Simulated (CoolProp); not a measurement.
Vapour-liquid equilibrium of R114 (1) + n-pentane (2) at 310.9 K; x and y are mole fractions of (1).

The numbers come from the multi-fluid Helmholtz-energy mixture model, Platzer 1990 and Thol 2019; pair parameters Bell 2016 in CoolProp. This equation is an older, rougher fit; its heat capacities, sound speeds and derivatives of the liquid may be far off and weren't checked against measurements.

```json
[
 {"x": "0.05", "bubble pressure, mixture model (kPa)": "126.7", "bubble pressure, Raoult's law (kPa)": "117.8", "y, mixture model": "0.188", "y, Raoult's law": "0.135"},
 {"x": "0.15", "bubble pressure, mixture model (kPa)": "160.8", "bubble pressure, Raoult's law (kPa)": "138.8", "y, mixture model": "0.414", "y, Raoult's law": "0.343"},
 {"x": "0.25", "bubble pressure, mixture model (kPa)": "189.4", "bubble pressure, Raoult's law (kPa)": "159.7", "y, mixture model": "0.547", "y, Raoult's law": "0.496"},
 {"x": "0.35", "bubble pressure, mixture model (kPa)": "213.6", "bubble pressure, Raoult's law (kPa)": "180.7", "y, mixture model": "0.638", "y, Raoult's law": "0.614"},
 {"x": "0.45", "bubble pressure, mixture model (kPa)": "234.3", "bubble pressure, Raoult's law (kPa)": "201.7", "y, mixture model": "0.706", "y, Raoult's law": "0.707"},
 {"x": "0.55", "bubble pressure, mixture model (kPa)": "252.4", "bubble pressure, Raoult's law (kPa)": "222.6", "y, mixture model": "0.762", "y, Raoult's law": "0.783"},
 {"x": "0.65", "bubble pressure, mixture model (kPa)": "268.7", "bubble pressure, Raoult's law (kPa)": "243.6", "y, mixture model": "0.813", "y, Raoult's law": "0.846"},
 {"x": "0.75", "bubble pressure, mixture model (kPa)": "283.6", "bubble pressure, Raoult's law (kPa)": "264.6", "y, mixture model": "0.862", "y, Raoult's law": "0.899"},
 {"x": "0.85", "bubble pressure, mixture model (kPa)": "297.7", "bubble pressure, Raoult's law (kPa)": "285.5", "y, mixture model": "0.912", "y, Raoult's law": "0.944"},
 {"x": "0.95", "bubble pressure, mixture model (kPa)": "310.8", "bubble pressure, Raoult's law (kPa)": "306.5", "y, mixture model": "0.968", "y, Raoult's law": "0.982"}
]
```

The largest gap from Raoult's law is +18.6 % in bubble pressure, at x = 0.25. No azeotrope shows between x = 0.05 and 0.95.

Pair parameters are fitted to limited data, so mixtures are less certain than the pure fluids.
